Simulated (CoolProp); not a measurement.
Vapour-liquid equilibrium of R22 (1) + C3F8 (R218) (2) at 1.25 bar; x and y are mole fractions of (1).

The numbers come from the multi-fluid Helmholtz-energy mixture model, Kamei 1995 and Lemmon 2006; pair parameters Bell 2016 in CoolProp.

```csv
x,"bubble temperature, mixture model (°C)","bubble temperature, Raoult's law (°C)","y, mixture model","y, Raoult's law"
0.05,-34.8,-32.3,___,0.060
0.2,___,-33.0,0.407,0.231
0.35,___,-33.6,___,0.393
0.5,-42.6,-34.2,0.572,0.546
0.65,___,-34.9,0.610,0.691
0.8,___,-35.5,0.666,0.828
0.95,-39.0,-36.0,___,0.958
```

Q: What belongs in the gaps?

A: 
- 0.05, y, mixture model: 0.152
- 0.2, bubble temperature, mixture model (°C): -39.9
- 0.35, bubble temperature, mixture model (°C): -42.0
- 0.35, y, mixture model: 0.517
- 0.65, bubble temperature, mixture model (°C): -42.7
- 0.8, bubble temperature, mixture model (°C): -42.1
- 0.95, y, mixture model: 0.845

The largest gap from Raoult's law is -8.4 K in bubble temperature, at x = 0.5. y crosses x between x = 0.5 and 0.65: the model has an azeotrope there.

The pair parameters rest on a limited set of measurements; away from them the model extrapolates.
